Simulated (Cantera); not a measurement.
# Thermodynamics of aluminium and copper etching, feed Al + Cl₂

Charge: 1 mol Al, 1.9 mol Cl₂, held at 0.610 bar.

Equilibrium computed with Cantera from the NASA thermochemical tables; the gas is ideal and each condensed phase is pure. Candidate condensed phases: Al, AlCl₃; 8 gas species. The numbers say what is thermodynamically allowed, not how fast it happens.

From 523 K to 1423 K nothing is condensed. The main Al-bearing gas is Al₂Cl₆ at 523 K and AlCl₃ at 1423 K.

```tsv
T (K)	log p AlCl₃	log p Al₂Cl₆	log p Cl₂	log p Cl
523	-2.59	-0.47	-0.57	-9.56
673	-1.26	-0.53	-0.59	-6.84
823	-0.59	-0.86	-0.67	-5.14
973	-0.39	-1.62	-0.74	-3.96
1123	-0.37	-2.39	-0.76	-3.08
1273	-0.36	-3.00	-0.76	-2.40
1423	-0.37	-3.47	-0.78	-1.86
```
log p: log10 of the partial pressure in bar; nothing condenses.
